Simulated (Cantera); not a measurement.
Input (Python, Cantera) and output of one run.

```python
import numpy as np
import cantera as ct

gas_names = """
    CL CL2 H HCL H2 N NH NH2 NH3 N2 N2H2 N2H4 Si SiCL SiCL2 SiCL3 SiCL4 SiH SiHCL3 SiH2 SiH2CL2 SiH3
    SiH3CL SiH4 SiN Si2 Si2N Si3
""".split()
cond_names = """
    NH4CL(a) NH4CL(b) Si(cr) Si(L) Si3N4(a)
""".split()


# ... load() reads the species with a 1 bar reference pressure and builds the phases ...
atoms = {
    'SiH2Cl2': {'Si': 1, 'H': 2, 'CL': 2},
    'NH3': {'N': 1, 'H': 3},
    'H2': {'H': 2},
}
top_T = {'Si3N4(a)': 2400}  # K; cautious upper limits of use, not melting points


# ... equilibrate(T, P, feed) seeds the gas with the atoms and calls Mixture.equilibrate('TP', solver="vcs", rtol=1e-11, max_steps=5000) ...
results = []
feed = {'SiH2Cl2': 1, 'NH3': 15, 'H2': 0.53}  # mol
T = 775  # K
P = 7200  # Pa
mix = equilibrate(T, P, feed)
results.append((T, P, feed, dict(zip(mix.species_names, mix.species_moles))))
print(gas.report(threshold=1e-06))
for i in range(1, mix.n_phases):
    print(f"{mix.phase(i).name:16s} {mix.phase_moles(i):12.5e} mol")
```

It prints:

```
       temperature   775 K
          pressure   7200 Pa
           density   0.010901 kg/m^3
  mean mol. weight   9.7558 kg/kmol
   phase of matter   gas

                          1 kg             1 kmol
                     ---------------   ---------------
          enthalpy        8.4296e+05        8.2238e+06  J
   internal energy        1.8246e+05        1.7801e+06  J
           entropy             20845        2.0336e+05  J/K
    Gibbs function       -1.5312e+07       -1.4938e+08  J
 heat capacity c_p            3070.7             29957  J/K
 heat capacity c_v            2218.5             21643  J/K

                      mass frac. Y      mole frac. X     chem. pot. / RT
                     ---------------   ---------------   ---------------
               HCL           0.23407          0.062635           -43.403
                H2           0.14936           0.72279           -19.867
               NH3        0.00013867        7.9433e-05            -44.01
                N2           0.61583           0.21446            -28.42
             SiCL4        0.00060012        3.4462e-05           -159.53
     [  +23 minor]        3.5806e-06        2.5795e-07

NH4CL(b)          0.00000e+00 mol
Si(cr)            0.00000e+00 mol
Si3N4(a)          3.32965e-01 mol
```

Equilibrium computed with Cantera from the NASA thermochemical tables; the gas is ideal and each condensed phase is pure.
